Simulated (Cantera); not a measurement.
Charge: 1 mol HMDSO, a varied amount of O3, held at 1452 °C and 34.0 Pa.

Equilibrium computed with Cantera from the NASA thermochemical tables; the gas is ideal and each condensed phase is pure. Candidate condensed phases: C, C6H6, C7H8, C8H18, H2O, Si, SiC, SiO2; 123 gas species. The feed counts by its element totals alone. The tables hold silica as quartz up to 1696 K and as liquid above; real silica turns to tridymite and cristobalite and melts near 1996 K. The numbers say what is thermodynamically allowed, not how fast it happens.

Which condensed phases are stable at each of these points (n(O3) (mol)): 0.84, 1.5, 2.1, 2.7, 3.3, 3.9, 4.5, 5.1, 5.7, 6.3, 7, 7.6?


```tsv
n(O3) (mol)	condensed phases	Si condensed (%)
0.84	C(graphite) + SiC(s)	99.2
1.5	SiC(s)	62.4
2.1	SiC(s)	17.3
2.7	SiO2(condensed)	44.4
3.3	SiO2(condensed)	90.5
3.9	SiO2(condensed)	96.8
4.5	SiO2(condensed)	98.4
5.1	SiO2(condensed)	99.1
5.7	SiO2(condensed)	99.5
6.3	SiO2(condensed)	99.7
7	SiO2(condensed)	99.9
7.6	SiO2(condensed)	99.9
```

At 0.84 mol O3 the condensed part is C(graphite) + SiC(s). From 1.5 mol O3 to 2.1 mol O3 the condensed part is SiC(s). From 2.7 mol O3 to 7.6 mol O3 the condensed part is SiO2(condensed).
